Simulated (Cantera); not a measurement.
**Hydrocarbon pyrolysis for carbon deposition**

An isothermal, constant-pressure homogeneous reactor starts with 47.6 % C3H8, 52.4 % H2, at 1550 K and 20.0 Torr.

Computed with Cantera and GRI-Mech 3.0 (53 species, 325 reactions). GRI-Mech 3.0 was tuned for natural gas; its chemistry of propane as a main component is partial and can be far from experiment. GRI-Mech 3.0 stops at C3 and has no aromatics, soot or wall deposition, so with more carbon than oxygen in the feed, carbon stays in small species such as C2H2 where larger ones or solid carbon would form. Radical loss at walls, strong at low pressure, is not modelled.

```csv
t (s),x C3H8,x H2,x C2H4,x CH2,x C2H2,x H,x CH4
8.00e-6,0.472,0.522,0.000645,7.05e-8,1.02e-8,6.83e-5,0.000198
2.59e-5,0.456,0.518,0.00700,2.18e-6,1.51e-6,0.000189,0.00235
8.37e-5,0.379,0.498,0.0512,1.44e-5,0.000187,0.000497,0.0260
0.000270,0.145,0.445,0.201,1.83e-5,0.00801,0.00102,0.134
0.000875,0.00602,0.439,0.245,5.19e-6,0.0610,0.000904,0.224
0.00283,4.16e-5,0.474,0.182,7.22e-7,0.118,0.000280,0.220
0.00915,1.57e-7,0.501,0.128,1.24e-7,0.160,0.000105,0.210
0.0296,1.85e-8,0.525,0.0765,3.55e-8,0.199,5.62e-5,0.199
0.0956,1.22e-8,0.552,0.0205,3.96e-8,0.241,6.50e-5,0.186
0.309,1.31e-8,0.570,0.00181,5.23e-8,0.258,8.16e-5,0.170
1.00,7.62e-9,0.598,0.00143,4.68e-8,0.265,9.01e-5,0.135
```
x: mole fraction; the columns are a selection and need not sum to one.

Equilibrium at this temperature and pressure: C3H8 6.89e-12, H2 0.702, C2H4 0.000951, CH2 4.09e-9, C2H2 0.293, H 0.000163, CH4 0.00426 (gas phase only).
